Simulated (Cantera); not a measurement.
Feed: 1 mol CH3SiCl3, 1.2 mol HCl, 1400 mol H2, at 10.0 Torr.

Cantera equilibrium calculation (NASA polynomials, part measured and part estimated; ideal gas, pure solids and liquids). Candidate condensed phases: C, C6H6, C7H8, C8H18, Si, SiC; 109 gas species. The feed counts by its element totals alone. Rates play no part.

Question: Which condensed phases are stable at each of these points (T (K)): 1125, 1325, 1525, 1725, 1925, 2125, 2325?

Answer: 
```
T (K)  condensed phases  Si condensed (%)
-----  ----------------  ----------------
1125             SiC(s)              99.6
1325             SiC(s)              99.6
1525             SiC(s)              99.6
1725             SiC(s)              98.4
1925             SiC(s)              77.5
2125           gas only               0.0
2325           gas only               0.0
```

From 1125 K to 1925 K the condensed part is SiC(s). From 2125 K to 2325 K nothing is condensed.
